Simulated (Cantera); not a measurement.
A Cantera script and its output.

```python
import numpy as np
import cantera as ct

gas = ct.Solution("gri30.yaml")
gas.TPX = 1200, 1300000, {'CH4': 1, 'CO': 0.33, 'O2': 0.984, 'N2': 3.7}
reactor = ct.IdealGasConstPressureReactor(gas, energy="on", clone=False)
net = ct.ReactorNet([reactor])
net.rtol, net.atol = 1e-08, 1e-16
show = ['CH4', 'CO', 'O2', 'HCN', 'H', 'CH2O']
times = np.geomspace(7e-06, 3, 15)

steps = ct.SolutionArray(gas, extra=["t"])
rows = []
print(f"{'t/s':>10s}{'T/K':>9s}{'P/Pa':>11s}" + "".join(f"{s:>11s}" for s in show))
for t in times:
    while net.time < t:
        t_next = net.step()
        steps.append(gas.state, t=t_next)
    rows.append([np.interp(t, steps.t, y) for y in (steps.T, steps.P, *steps(*show).X.T)])
    print(f"{t:10.3e}{rows[-1][0]:9.1f}{rows[-1][1]:11.4g}" + "".join(f"{x:11.3e}" for x in rows[-1][2:]))
rate = np.gradient(steps.T, steps.t)
print("integrator steps:", len(steps.t))
if steps.T.max() > steps.T[0] + 200:
    print(f"time of steepest temperature rise: {steps.t[rate.argmax()]:.4e} s")
gas.TPX = 1200, 1300000, {'CH4': 1, 'CO': 0.33, 'O2': 0.984, 'N2': 3.7}
gas.equilibrate("HP")
print(f"equilibrium (HP): T = {gas.T:.1f} K  " + "  ".join(f"{s} {gas[s].X[0]:.3e}" for s in show))
```

It prints:

```
       t/s      T/K       P/Pa        CH4         CO         O2        HCN          H       CH2O
 7.000e-06   1200.0    1.3e+06  1.663e-01  5.487e-02  1.636e-01  6.131e-23  3.700e-11  9.083e-09
 1.768e-05   1200.0    1.3e+06  1.663e-01  5.487e-02  1.636e-01  4.498e-22  8.522e-11  6.603e-08
 4.463e-05   1200.0    1.3e+06  1.663e-01  5.487e-02  1.636e-01  3.701e-21  2.259e-10  5.064e-07
 1.127e-04   1200.0    1.3e+06  1.663e-01  5.487e-02  1.636e-01  3.152e-20  5.358e-10  3.532e-06
 2.846e-04   1200.2    1.3e+06  1.662e-01  5.487e-02  1.636e-01  1.784e-19  7.764e-10  1.631e-05
 7.187e-04   1200.6    1.3e+06  1.662e-01  5.485e-02  1.635e-01  6.809e-19  1.026e-09  5.206e-05
 1.815e-03   1202.2    1.3e+06  1.659e-01  5.482e-02  1.633e-01  3.042e-18  1.857e-09  1.509e-04
 4.583e-03   1210.9    1.3e+06  1.646e-01  5.478e-02  1.623e-01  3.250e-17  6.526e-09  4.702e-04
 1.157e-02   2226.7    1.3e+06  5.780e-05  1.674e-01  6.676e-08  1.683e-05  7.441e-04  2.077e-07
 2.922e-02   2226.4    1.3e+06  1.340e-08  1.675e-01  6.699e-08  4.617e-06  7.473e-04  1.470e-07
 7.379e-02   2226.4    1.3e+06  1.330e-08  1.675e-01  6.702e-08  2.480e-06  7.475e-04  1.470e-07
 1.863e-01   2226.4    1.3e+06  1.328e-08  1.675e-01  6.703e-08  2.017e-06  7.476e-04  1.470e-07
 4.705e-01   2226.4    1.3e+06  1.328e-08  1.675e-01  6.703e-08  2.002e-06  7.476e-04  1.470e-07
 1.188e+00   2226.4    1.3e+06  1.328e-08  1.675e-01  6.703e-08  2.002e-06  7.476e-04  1.470e-07
 3.000e+00   2226.4    1.3e+06  1.328e-08  1.675e-01  6.703e-08  2.002e-06  7.476e-04  1.470e-07
integrator steps: 2635
time of steepest temperature rise: 9.5658e-03 s
equilibrium (HP): T = 2226.4 K  CH4 1.483e-08  CO 1.675e-01  O2 6.703e-08  HCN 2.002e-06  H 7.476e-04  CH2O 1.470e-07
```

Detailed kinetics in Cantera: GRI-Mech 3.0 (53 species, 325 reactions). The pressure lies above the range GRI-Mech 3.0 was tuned for (to about 10 atm).
